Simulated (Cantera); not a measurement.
Gas activation for diamond growth

An isothermal, constant-pressure homogeneous reactor starts with 1.67 % CH₄, 98.3 % H₂, at 1650 K and 233 Torr.

Computed with Cantera and GRI-Mech 3.0 (53 species, 325 reactions). GRI-Mech 3.0 stops at C3 and has no aromatics, soot or wall deposition, so with more carbon than oxygen in the feed, carbon stays in small species such as C2H2 where larger ones or solid carbon would form.

```tsv
t (s)	x CH₄	x H₂	x C₂H₄	x C₂H₂	x C₂H₆
4.00e-5	0.0167	0.983	1.11e-11	<1e-12	2.81e-11
9.19e-5	0.0167	0.983	1.33e-10	<1e-12	3.05e-10
0.000211	0.0167	0.983	1.63e-9	9.19e-12	3.16e-9
0.000486	0.0167	0.983	2.09e-8	3.67e-10	2.81e-8
0.00112	0.0167	0.983	2.79e-7	1.79e-8	1.73e-7
0.00257	0.0167	0.983	2.67e-6	7.36e-7	5.58e-7
0.00590	0.0166	0.983	9.02e-6	1.11e-5	8.17e-7
0.0136	0.0165	0.983	1.19e-5	5.31e-5	8.29e-7
0.0312	0.0163	0.983	1.39e-5	0.000153	8.10e-7
0.0716	0.0159	0.984	1.81e-5	0.000374	7.69e-7
0.165	0.0149	0.984	2.71e-5	0.000835	6.86e-7
0.379	0.0131	0.985	4.42e-5	0.00170	5.44e-7
0.870	0.0104	0.986	7.10e-5	0.00304	3.60e-7
2.00	0.00728	0.988	0.000101	0.00452	2.09e-7
```
x: mole fraction; the columns are a selection and need not sum to one.

Equilibrium at this temperature and pressure: CH₄ 0.00455, H₂ 0.989, C₂H₄ 0.000129, C₂H₂ 0.00585, C₂H₆ 1.21e-7 (gas phase only).
